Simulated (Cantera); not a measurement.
## Al(CH3)3 + N2O + H2 (aluminium nitride and oxide growth)

A closed system holds: 1 mol Al(CH3)3, 16 mol N2O, 12 mol H2, held at 100 Torr.

Equilibrium computed with Cantera from the NASA thermochemical tables; the gas is ideal and each condensed phase is pure. Candidate condensed phases: Al, AlN, Al2O3, C, C6H6, C7H8, C8H18, H2O; 148 gas species. The feed counts by its element totals alone. Gases not in the tables: Al(OH)3. Rates play no part.

| T (K) | x N2 | x H2O | x H2 | x CO2 | x CO | x CH4 | n Al2O3(s) |
|---|---|---|---|---|---|---|---|
| 625 | 0.478 | 0.316 | 0.116 | 0.0582 | 0.00103 | 0.0304 | 0.500 |
| 825 | 0.451 | 0.255 | 0.209 | 0.0687 | 0.0157 | 0.000114 | 0.500 |
| 1025 | 0.451 | 0.270 | 0.195 | 0.0542 | 0.0303 | 2.89e-7 | 0.500 |
| 1225 | 0.451 | 0.281 | 0.184 | 0.0431 | 0.0414 | 4.21e-9 | 0.500 |
| 1425 | 0.451 | 0.289 | 0.176 | 0.0354 | 0.0491 | 1.90e-10 | 0.500 |
| 1625 | 0.451 | 0.294 | 0.171 | 0.0301 | 0.0544 | 1.81e-11 | 0.500 |
| 1825 | 0.451 | 0.297 | 0.167 | 0.0264 | 0.0581 | 2.89e-12 | 0.500 |
x: gas mole fraction; n: condensed amount in mol.

From 625 K to 1825 K the condensed part is Al2O3(s).
